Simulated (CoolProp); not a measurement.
Vapour-liquid equilibrium of hydrogen chloride (1) + n-butane (2) at -9.95 °C; x and y are mole fractions of (1).

Model: multi-fluid Helmholtz-energy mixture model, Thol 2018 and Bücker 2006; pair parameters Bell 2016, in CoolProp.

```json
[
 {"x": "0.05", "bubble pressure, mixture model (kPa)": "231.7", "bubble pressure, Raoult's law (kPa)": "165.1", "y, mixture model": "0.699", "y, Raoult's law": "0.599"},
 {"x": "0.15", "bubble pressure, mixture model (kPa)": "546.8", "bubble pressure, Raoult's law (kPa)": "356.0", "y, mixture model": "0.874", "y, Raoult's law": "0.834"},
 {"x": "0.25", "bubble pressure, mixture model (kPa)": "818.3", "bubble pressure, Raoult's law (kPa)": "546.9", "y, mixture model": "0.917", "y, Raoult's law": "0.904"},
 {"x": "0.35", "bubble pressure, mixture model (kPa)": "1032", "bubble pressure, Raoult's law (kPa)": "737.8", "y, mixture model": "0.936", "y, Raoult's law": "0.939"},
 {"x": "0.45", "bubble pressure, mixture model (kPa)": "1193", "bubble pressure, Raoult's law (kPa)": "928.7", "y, mixture model": "0.947", "y, Raoult's law": "0.959"},
 {"x": "0.55", "bubble pressure, mixture model (kPa)": "1320", "bubble pressure, Raoult's law (kPa)": "1120", "y, mixture model": "0.954", "y, Raoult's law": "0.972"},
 {"x": "0.65", "bubble pressure, mixture model (kPa)": "1435", "bubble pressure, Raoult's law (kPa)": "1311", "y, mixture model": "0.961", "y, Raoult's law": "0.981"},
 {"x": "0.75", "bubble pressure, mixture model (kPa)": "1556", "bubble pressure, Raoult's law (kPa)": "1501", "y, mixture model": "0.969", "y, Raoult's law": "0.988"},
 {"x": "0.85", "bubble pressure, mixture model (kPa)": "1699", "bubble pressure, Raoult's law (kPa)": "1692", "y, mixture model": "0.978", "y, Raoult's law": "0.994"},
 {"x": "0.95", "bubble pressure, mixture model (kPa)": "1876", "bubble pressure, Raoult's law (kPa)": "1883", "y, mixture model": "0.992", "y, Raoult's law": "0.998"}
]
```

The largest gap from Raoult's law is +53.6 % in bubble pressure, at x = 0.15. No azeotrope shows between x = 0.05 and 0.95.

Pair parameters are fitted to limited data, so mixtures are less certain than the pure fluids. With so large a gap from Raoult's law the liquid may split in two, which this calculation doesn't test in full.
